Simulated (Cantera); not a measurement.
## TiN + Cl₂ + H₂ (nitride etching)

A closed system holds: 1 mol TiN, 22 mol Cl₂, 1.5 mol H₂, equilibrated at 0.0133 bar.

Method: chemical equilibrium by Gibbs-energy minimisation in Cantera with the NASA 1993 tables (ideal gas, pure condensed phases). Candidate condensed phases: NH₄Cl, Ti, TiCl₂, TiCl₃, TiCl₄, TiN; 17 gas species. Equilibrium is a limit: real reactors are often held back by kinetics, nucleation or transport.

| T (°C) | log p Cl | log p Cl₂ | log p HCl | log p TiCl₄ | log p N₂ | log p TiCl₃ | log p H |
|---|---|---|---|---|---|---|---|
| 500 | -6.30 | -1.97 | -2.76 | -3.24 | -3.54 | -13.61 | <-13 |
| 650 | -4.94 | -1.97 | -2.76 | -3.24 | -3.54 | -11.17 | <-13 |
| 800 | -3.96 | -1.97 | -2.76 | -3.24 | -3.54 | -9.42 | <-13 |
| 950 | -3.22 | -1.99 | -2.77 | -3.25 | -3.55 | -8.10 | -12.66 |
| 1100 | -2.67 | -2.06 | -2.80 | -3.27 | -3.57 | -7.06 | -11.17 |
| 1250 | -2.28 | -2.22 | -2.86 | -3.33 | -3.63 | -6.21 | -9.94 |
| 1400 | -2.06 | -2.55 | -2.93 | -3.41 | -3.71 | -5.45 | -8.87 |
| 1550 | -1.97 | -3.02 | -2.99 | -3.49 | -3.76 | -4.73 | -7.87 |
log p: log10 of the partial pressure in bar; nothing condenses.

From 500 °C to 1550 °C nothing is condensed. The main Ti-bearing gas is TiCl₄ throughout.
